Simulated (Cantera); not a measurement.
A closed system holds: 1 mol SiC, 0.19 mol C, 0.27 mol N₂, 0.17 mol Si, equilibrated at 1.20 Torr.

Method: chemical equilibrium by Gibbs-energy minimisation in Cantera with the NASA 1993 tables (ideal gas, pure condensed phases). Candidate condensed phases: C, Si, SiC, Si₃N₄; 32 gas species. Ions and electrons are included (thermal ionisation). The tables' values for SiN are old estimates; treat these amounts as uncertain. The numbers say what is thermodynamically allowed, not how fast it happens. All values below are at 4500 K.

Base state: C 0.428, Si 0.419, N₂ 0.0666, N 0.0581, e- 0.0103, Si+ 0.0103, CN 0.00671, C₂ 0.00101 (mole fractions); condensed: gas only.

Question: What changes in the equilibrium state with this change: N₂ from 0.27 to 0.1 mol?

Answer: 
| species | before | after |
|---|---|---|
| C | 0.428 | 0.466 |
| Si | 0.419 | 0.453 |
| N | 0.0581 | 0.0328 |
| N₂ | 0.0666 | 0.0212 |
| e- | 0.0103 | 0.0108 |
| Si+ | 0.0103 | 0.0108 |
| SiN | 8.54e-5 | 5.22e-5 |
| CN | 0.00671 | 0.00412 |
